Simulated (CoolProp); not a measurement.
Water along the isotherm 466.85 °C: density (kg/m³) from the reference equation and from simpler models built on Tc = 373.9 °C, pc = 22.06 MPa, ω = 0.344; each cubic takes its own stable root.

Model: reference Helmholtz-energy equation of state, Wagner 2002, in CoolProp.

```
p (MPa)          phase  reference
-------  -------------  ---------
0.316              gas     0.9279
0.492              gas      1.447
0.767              gas      2.261
1.19               gas      3.522
1.86               gas      5.540
2.89               gas      8.693
4.51               gas      13.78
7.02               gas      22.02
10.9               gas      35.73
17                 gas      60.36
26.5     supercritical      110.1
41.2     supercritical      238.8
64.2     supercritical      456.0
100      supercritical      585.7
```

Problem. How far does each simpler model (van der Waals, Redlich-Kwong, Soave-Redlich-Kwong, Peng-Robinson) lie from the reference over these 14 states: mean and median of the absolute difference, and the worst?

Solution. 
- van der Waals: mean 5.9 %, median 0.5 %, worst -37.5 % at 466.85 °C and 100 MPa
- Redlich-Kwong: mean 4.2 %, median 0.5 %, worst -25.9 % at 466.85 °C and 100 MPa
- Soave-Redlich-Kwong: mean 5.6 %, median 0.1 %, worst -29.9 % at 466.85 °C and 100 MPa
- Peng-Robinson: mean 4.6 %, median 1.0 %, worst -23.5 % at 466.85 °C and 64.2 MPa
